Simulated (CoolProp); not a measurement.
R113 along the isotherm 500 K: fugacity coefficient from the reference equation and from simpler models built on Tc = 487.2 K, pc = 33.92 bar, ω = 0.253; each cubic takes its own stable root.

Computed with CoolProp (reference Helmholtz-energy equation of state, Marx 1992).

```csv
p (bar),phase,reference
6.36,gas,0.9427
12.7,gas,0.8865
19.1,gas,0.8305
25.4,gas,0.7755
31.8,gas,0.7188
38.2,supercritical,0.6589
44.5,supercritical,0.5936
50.9,supercritical,0.5377
```

Question: How far does each simpler model (Redlich-Kwong, Peng-Robinson) lie from the reference over these 8 states: mean and median of the absolute difference, and the worst?

Answer: 
- Redlich-Kwong: mean 0.4 %, median 0.4 %, worst -0.7 % at 500 K and 38.2 bar
- Peng-Robinson: mean 2.5 %, median 2.8 %, worst -3.5 % at 500 K and 38.2 bar
